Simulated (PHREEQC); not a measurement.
Consider water at 40 °C with 0.12 mol HF, 0.00019 mol NH3 and 0.002 mol NaCl per kg of water. Closed to the air; pH follows from the charge balance.

Computed with PHREEQC (ion-association model, phreeqc.dat).

No solid was allowed to form.

Task: Estimate the pH, ionic strength.

Result: pH 2.05; ionic strength 0.0120 mol/kgw.

Task: In which forms is F present?

Result: HF 89 %, F- 5.7 %, HF2- 5.1 % of the F.

Constants without temperature data keep their 25 °C values here.
